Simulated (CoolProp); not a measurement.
Toluene along the isobar 4760 kPa: fugacity coefficient from the reference equation and from simpler models built on Tc = 318.6 °C, pc = 4126 kPa, ω = 0.266; each cubic takes its own stable root.

The numbers come from the reference Helmholtz-energy equation of state, Lemmon 2006 in CoolProp. It is a short technical equation, of lower accuracy than the large ones.

| T (°C) | phase | reference |
|---|---|---|
| 243.55 | liquid | 0.2823 |
| 251.55 | liquid | 0.3099 |
| 259.45 | liquid | 0.3383 |
| 267.35 | liquid | 0.3678 |
| 275.35 | liquid | 0.3986 |
| 283.25 | liquid | 0.4298 |
| 291.25 | liquid | 0.4620 |
| 299.15 | liquid | 0.4943 |
| 307.15 | liquid | 0.5272 |
| 315.05 | liquid | 0.5594 |
| 323.05 | supercritical | 0.5913 |
| 330.95 | supercritical | 0.6202 |
| 338.95 | supercritical | 0.6422 |
| 346.85 | supercritical | 0.6602 |

### Question
How far does each simpler model (van der Waals, Soave-Redlich-Kwong, Peng-Robinson) lie from the reference over these 14 states: mean and median of the absolute difference, and the worst?

### Answer
- van der Waals: mean 22.6 %, median 19.2 %, worst +53.0 % at 243.55 °C and 4760 kPa
- Soave-Redlich-Kwong: mean 4.9 %, median 5.3 %, worst +5.7 % at 259.45 °C and 4760 kPa
- Peng-Robinson: mean 1.0 %, median 1.2 %, worst +1.5 % at 259.45 °C and 4760 kPa
